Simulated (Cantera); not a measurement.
Chlorosilane synthesis and conversion: Si + Cl₂ + H₂

Input: 1 mol Si, 1.9 mol Cl₂, 4.9 mol H₂, held at 0.770 bar.

Method: chemical equilibrium by Gibbs-energy minimisation in Cantera with the NASA 1993 tables (ideal gas, pure condensed phases). Candidate condensed phases: Si; 19 gas species. The tables' values for SiCl₃ are old estimates; treat these amounts as uncertain. Rates play no part.

| T (K) | x H₂ | x SiCl₄ | x HCl | x SiHCl₃ | x SiCl₂ | x SiCl₃ | n Si(s) |
|---|---|---|---|---|---|---|---|
| 775 | 0.826 | 0.137 | 0.00208 | 0.0351 | 3.42e-7 | 1.81e-5 | 0 |
| 825 | 0.824 | 0.135 | 0.00377 | 0.0365 | 1.75e-6 | 5.18e-5 | 0 |
| 875 | 0.821 | 0.133 | 0.00620 | 0.0385 | 7.78e-6 | 0.000134 | 0 |
| 925 | 0.818 | 0.130 | 0.00942 | 0.0410 | 3.06e-5 | 0.000316 | 0 |
| 975 | 0.814 | 0.126 | 0.0134 | 0.0438 | 0.000107 | 0.000691 | 0 |
| 1025 | 0.810 | 0.122 | 0.0182 | 0.0466 | 0.000337 | 0.00140 | 0 |
| 1075 | 0.804 | 0.117 | 0.0239 | 0.0489 | 0.000949 | 0.00265 | 0 |
| 1125 | 0.798 | 0.112 | 0.0308 | 0.0501 | 0.00237 | 0.00463 | 0 |
| 1175 | 0.789 | 0.106 | 0.0410 | 0.0483 | 0.00486 | 0.00728 | 0.00602 |
| 1225 | 0.779 | 0.0999 | 0.0537 | 0.0452 | 0.00903 | 0.0107 | 0.0119 |
| 1275 | 0.766 | 0.0913 | 0.0681 | 0.0414 | 0.0157 | 0.0148 | 0.0130 |
x: gas mole fraction; n: condensed amount in mol.

From 775 K to 1125 K nothing is condensed. From 1175 K to 1275 K the condensed part is Si(s). The main Si-bearing gas is SiCl₄ throughout.
